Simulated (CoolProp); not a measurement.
Model: reference Helmholtz-energy equation of state, Lemmon 2006, in CoolProp. It is a short technical equation, of lower accuracy than the large ones.

Question: Give the vapour pressure (MPa), vapour density (kg/m³), enthalpy of vaporisation (kJ/kg), liquid cp (kJ/(kg K)) of saturated carbon monoxide at 96.2, 110.5, 117.7 K.

Answer: 
```tsv
T (K)	p (MPa)	vapour density (kg/m³)	enthalpy of vaporisation (kJ/kg)	liquid cp (kJ/(kg K))
96.2	0.406	16.0	192	2.25
110.5	1.10	43.1	160	2.58
117.7	1.66	68.0	137	2.98
```
